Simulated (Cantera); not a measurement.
**Reactions in the system H-Nb-O**

Standard-state values (1 bar) from the NASA 1993 polynomials, evaluated with Cantera. Values are per mole of reaction as written; species without (g) are pure solids or liquids, kept so even where they would boil at 1 bar.

Nb2O5 + H2(g) = 2 NbO2(g) + H2O(g)

```json
[
 {"T (K)": "300", "ΔH° (kJ)": "1257.7", "ΔS° (J/K)": "466.4", "ΔG° (kJ)": "1117.7", "log10 K": "-194.61", "condensed phases": "Nb2O5(s)"},
 {"T (K)": "1575", "ΔH° (kJ)": "1192.8", "ΔS° (J/K)": "384.6", "ΔG° (kJ)": "587.0", "log10 K": "-19.47", "condensed phases": "Nb2O5(s)"},
 {"T (K)": "1725", "ΔH° (kJ)": "1184.9", "ΔS° (J/K)": "379.9", "ΔG° (kJ)": "529.6", "log10 K": "-16.04", "condensed phases": "Nb2O5(s)"},
 {"T (K)": "1875", "ΔH° (kJ)": "1067.6", "ΔS° (J/K)": "314.3", "ΔG° (kJ)": "478.4", "log10 K": "-13.33", "condensed phases": "Nb2O5(l)"},
 {"T (K)": "2025", "ΔH° (kJ)": "1051.1", "ΔS° (J/K)": "305.8", "ΔG° (kJ)": "431.9", "log10 K": "-11.14", "condensed phases": "Nb2O5(l)"},
 {"T (K)": "2175", "ΔH° (kJ)": "1034.8", "ΔS° (J/K)": "298.0", "ΔG° (kJ)": "386.6", "log10 K": "-9.28", "condensed phases": "Nb2O5(l)"}
]
```

NbO2(g) + H2(g) = 2 OH(g) + Nb

```json
[
 {"T (K)": "300", "ΔH° (kJ)": "278.7", "ΔS° (J/K)": "0.4", "ΔG° (kJ)": "278.6", "log10 K": "-48.51"},
 {"T (K)": "1575", "ΔH° (kJ)": "285.1", "ΔS° (J/K)": "9.4", "ΔG° (kJ)": "270.2", "log10 K": "-8.96"},
 {"T (K)": "1725", "ΔH° (kJ)": "286.3", "ΔS° (J/K)": "10.2", "ΔG° (kJ)": "268.8", "log10 K": "-8.14"},
 {"T (K)": "1875", "ΔH° (kJ)": "287.6", "ΔS° (J/K)": "10.9", "ΔG° (kJ)": "267.2", "log10 K": "-7.44"},
 {"T (K)": "2025", "ΔH° (kJ)": "289.2", "ΔS° (J/K)": "11.7", "ΔG° (kJ)": "265.5", "log10 K": "-6.85"},
 {"T (K)": "2175", "ΔH° (kJ)": "291.0", "ΔS° (J/K)": "12.6", "ΔG° (kJ)": "263.7", "log10 K": "-6.33"}
]
```
